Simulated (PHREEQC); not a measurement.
Make-up at 76 °C and 500 atm: 4.9 mmol/kgw Pb(NO3)2 and 0.043 mmol/kgw KBr. Closed to the air; pH follows from the charge balance.

Equilibrium calculation in PHREEQC: ion-association model, phreeqc.dat.

Precipitation was switched off in this run.

Problem. Predict the pH, ionic strength.

Solution. pH 5.09; ionic strength 0.0137 mol/kgw.

Problem. In which forms is N present?

Solution. NO3- 95 %, PbNO3+ 5.0 % of the N.

Complexes and solids missing from the database can't appear. Under pressure, the constants of complexes without a molar volume in the database are unreliable. Away from 25 °C the constants follow the database's enthalpies or fits; those with neither stay at their 25 °C values.
